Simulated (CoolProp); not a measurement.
Values from CoolProp's reference Helmholtz-energy equation of state, Lemmon 2005. It is a short technical equation, of lower accuracy than the large ones.

**Question.** For isobutene, give the phase and the Z, cp (kJ/(kg K)) at 462.2 K and 0.502 MPa; 462.2 K and 1 MPa; 462.2 K and 1.51 MPa.

**Answer.** 
- 462.2 K and 0.502 MPa: gas; Z 0.968, cp 2.24
- 462.2 K and 1 MPa: gas; Z 0.935, cp 2.28
- 462.2 K and 1.51 MPa: gas; Z 0.900, cp 2.33
